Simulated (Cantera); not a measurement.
What does this Cantera script print?

```python
import numpy as np
import cantera as ct

surf = ct.Interface("diamond.yaml", "diamond_100")
gas, bulk = surf.adjacent["gas"], surf.adjacent["diamond"]
k = surf.kinetics_species_index(bulk.species_names[0])
cover = ["c6HH", "c6H*", "c6*H", "c6**", "c6HM", "c6B"]

rows, drift = [], 0.0
print(f"{'xCH3':>10s}{'um/h':>11s}" + "".join(f"{s:>11s}" for s in cover))
for v in [1e-06, 2.1e-06, 4.4e-06, 9.1e-06, 1.9e-05, 4e-05, 8.3e-05, 0.00017, 0.00036]:
    T, P, xH, xCH3 = 1150, 4000, 0.0023, v
    gas.TPX = T, P, {"H": xH, "CH3": xCH3, "CH4": 0.0078, "H2": 1 - xH - xCH3 - 0.0078}
    surf.TP = bulk.TP = T, P
    surf.coverages = "c6H*:0.1, c6HH:0.9"
    surf.advance_coverages(100.0)
    before = surf.coverages
    surf.advance_coverages(100.0)
    drift = max(drift, np.max(np.abs(surf.coverages - before) / (surf.coverages + 1e-9)))
    rate = surf.net_production_rates[k] * bulk.mean_molecular_weight / bulk.density * 3.6e9
    rows.append([rate, *surf[cover].coverages])
    print(f"{v:10.4g}{rate:11.4e}" + "".join(f"{x:11.3e}" for x in rows[-1][1:]))
```

Output:

```
      xCH3       um/h       c6HH       c6H*       c6*H       c6**       c6HM        c6B
     1e-06 1.0894e-02  4.804e-01  3.280e-02  4.648e-01  2.197e-02  3.396e-05  2.956e-11
   2.1e-06 2.2874e-02  4.803e-01  3.280e-02  4.648e-01  2.197e-02  7.130e-05  6.207e-11
   4.4e-06 4.7915e-02  4.803e-01  3.280e-02  4.647e-01  2.196e-02  1.494e-04  1.300e-10
   9.1e-06 9.9047e-02  4.802e-01  3.279e-02  4.646e-01  2.195e-02  3.088e-04  2.688e-10
   1.9e-05 2.0659e-01  4.799e-01  3.277e-02  4.643e-01  2.191e-02  6.441e-04  5.606e-10
     4e-05 4.3397e-01  4.794e-01  3.273e-02  4.638e-01  2.184e-02  1.353e-03  1.178e-09
   8.3e-05 8.9646e-01  4.783e-01  3.265e-02  4.626e-01  2.170e-02  2.797e-03  2.433e-09
   0.00017 1.8197e+00  4.762e-01  3.249e-02  4.603e-01  2.141e-02  5.682e-03  4.938e-09
   0.00036 3.7802e+00  4.716e-01  3.214e-02  4.554e-01  2.080e-02  1.183e-02  1.026e-08
```

Model: the Harris–Goodwin 1993 mechanism for the reconstructed diamond (100) surface, integrated in Cantera.
